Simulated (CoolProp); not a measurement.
Vapour-liquid equilibrium of diethyl ether (1) + benzene (2) at 102.55 °C; x and y are mole fractions of (1).

Values from CoolProp's multi-fluid Helmholtz-energy mixture model, Thol 2014 and Thol 2012; pair parameters Bell 2016.

```
x     bubble pressure, mixture model (bar)  bubble pressure, Raoult's law (bar)  y, mixture model  y, Raoult's law
----  ------------------------------------  -----------------------------------  ----------------  ---------------
0.05                                 2.166                                2.180             0.147            0.159
0.15                                 2.638                                2.680             0.363            0.388
0.25                                 3.112                                3.180             0.515            0.545
0.35                                 3.590                                3.681             0.629            0.659
0.45                                 4.075                                4.181             0.717            0.746
0.55                                 4.568                                4.681             0.789            0.815
0.65                                 5.071                                5.181             0.849            0.870
0.75                                 5.585                                5.682             0.900            0.915
0.85                                 6.112                                6.182             0.944            0.953
0.95                                 6.654                                6.682             0.982            0.986
```

The largest gap from Raoult's law is -2.5 % in bubble pressure, at x = 0.45. No azeotrope shows between x = 0.05 and 0.95.

Pair parameters are fitted to limited data, so mixtures are less certain than the pure fluids.
